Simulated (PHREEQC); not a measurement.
1 kg of water holding 160 mmol/kgw CaCl2 and 84 mmol/kgw KCl meets 20 L of dry gas (O2 1 by moles) at fixed total pressure, at 200 atm; fugacities by Peng-Robinson. The gases take part in no redox reaction, some water evaporates into the gas, and hydrates or a liquid gas phase aren't modelled. No solid was allowed to form.

Equilibrium calculation in PHREEQC: ion-association model, phreeqc.dat.

```json
[
 {"T (°C)": "20", "dissolved O2 (mol/kgw)": "0.166", "φ of O2": "0.868"},
 {"T (°C)": "30", "dissolved O2 (mol/kgw)": "0.144", "φ of O2": "0.886"},
 {"T (°C)": "40", "dissolved O2 (mol/kgw)": "0.129", "φ of O2": "0.902"},
 {"T (°C)": "50", "dissolved O2 (mol/kgw)": "0.118", "φ of O2": "0.917"},
 {"T (°C)": "60", "dissolved O2 (mol/kgw)": "0.111", "φ of O2": "0.930"},
 {"T (°C)": "70", "dissolved O2 (mol/kgw)": "0.107", "φ of O2": "0.942"},
 {"T (°C)": "80", "dissolved O2 (mol/kgw)": "0.104", "φ of O2": "0.952"},
 {"T (°C)": "90", "dissolved O2 (mol/kgw)": "0.103", "φ of O2": "0.962"}
]
```

Species that the database lacks are ignored. At this temperature some constants are extrapolated from 25 °C, and those without enthalpy data are left unchanged.
